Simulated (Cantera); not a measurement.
# Thermodynamics of silicon nitride deposition, feed trisilylamine + NH₃

Input: 1 mol trisilylamine, 1.1 mol NH₃, held at 13.3 mbar.

Cantera equilibrium calculation (NASA polynomials, part measured and part estimated; ideal gas, pure solids and liquids). Candidate condensed phases: Si, Si₃N₄; 18 gas species. The feed counts by its element totals alone. Mutual solubility and eutectic melting of coexisting phases are not modelled. The tables' values for SiN are old estimates; treat these amounts as uncertain. Gases not in the tables: Si₂H₆ and higher silanes. The numbers say what is thermodynamically allowed, not how fast it happens.

From 1050 K to 1650 K the condensed part is Si(s) + Si₃N₄(s). From 1725 K to 1875 K the condensed part is Si(l).

| T (K) | x H₂ | x N₂ | x H | x Si | x SiH | x SiH₂ | n Si(s) | n Si₃N₄(s) | n Si(l) |
|---|---|---|---|---|---|---|---|---|---|
| 1050 | 1.00 | 1.04e-8 | 7.02e-8 | <1e-12 | <1e-12 | 3.74e-10 | 1.43 | 0.525 | 0 |
| 1125 | 1.000 | 1.78e-7 | 3.85e-7 | 5.26e-12 | 1.52e-11 | 2.37e-9 | 1.43 | 0.525 | 0 |
| 1200 | 1.000 | 2.14e-6 | 1.71e-6 | 1.04e-10 | 1.80e-10 | 1.19e-8 | 1.43 | 0.525 | 0 |
| 1275 | 1.000 | 1.91e-5 | 6.38e-6 | 1.45e-9 | 1.59e-9 | 4.94e-8 | 1.43 | 0.525 | 0 |
| 1350 | 1.000 | 0.000133 | 2.06e-5 | 1.50e-8 | 1.10e-8 | 1.75e-7 | 1.43 | 0.525 | 0 |
| 1425 | 0.999 | 0.000750 | 5.91e-5 | 1.21e-7 | 6.19e-8 | 5.41e-7 | 1.43 | 0.523 | 0 |
| 1500 | 0.996 | 0.00356 | 0.000152 | 7.89e-7 | 2.92e-7 | 1.49e-6 | 1.46 | 0.514 | 0 |
| 1575 | 0.985 | 0.0145 | 0.000357 | 4.31e-6 | 1.18e-6 | 3.70e-6 | 1.56 | 0.480 | 0 |
| 1650 | 0.947 | 0.0517 | 0.000766 | 2.01e-5 | 4.13e-6 | 8.20e-6 | 1.93 | 0.357 | 0 |
| 1725 | 0.853 | 0.146 | 0.00149 | 7.61e-5 | 1.16e-5 | 1.47e-5 | 0 | 0 | 3.00 |
| 1800 | 0.851 | 0.146 | 0.00286 | 0.000238 | 2.89e-5 | 2.55e-5 | 0 | 0 | 3.00 |
| 1875 | 0.849 | 0.145 | 0.00523 | 0.000679 | 6.70e-5 | 4.22e-5 | 0 | 0 | 2.99 |
x: gas mole fraction; n: condensed amount in mol.
